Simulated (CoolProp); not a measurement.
Methanol along the isobar 5600 kPa: Z from the reference equation and from simpler models built on Tc = 513.4 K, pc = 8216 kPa, ω = 0.565; each cubic takes its own stable root.

Computed with CoolProp (reference Helmholtz-energy equation of state, de Reuck 1993).

```csv
T (K),phase,reference,van der Waals,Redlich-Kwong,Soave-Redlich-Kwong,Peng-Robinson
436.6,liquid,0.07768,0.1624,0.1170,0.1061,0.09371
452.1,liquid,0.07843,0.1657,0.1205,0.1089,0.09617
467.6,liquid,0.08029,0.1732,0.1267,0.1139,0.1007
483.1,liquid,0.08443,0.6729,0.6110,0.1237,0.1096
498.6,gas,0.6043,0.7126,0.6716,0.6535,0.6296
514.1,gas,0.6949,0.7436,0.7146,0.7153,0.6920
529.6,gas,0.7500,0.7689,0.7481,0.7601,0.7375
545.1,gas,0.7889,0.7903,0.7755,0.7952,0.7733
560.6,gas,0.8178,0.8086,0.7983,0.8238,0.8026
576.1,gas,0.8399,0.8245,0.8178,0.8477,0.8270
591.5,gas,0.8571,0.8384,0.8346,0.8678,0.8478
607,gas,0.8707,0.8508,0.8493,0.8851,0.8657
```

At some of these states van der Waals, Redlich-Kwong gives the other phase, because its saturation line lies elsewhere.
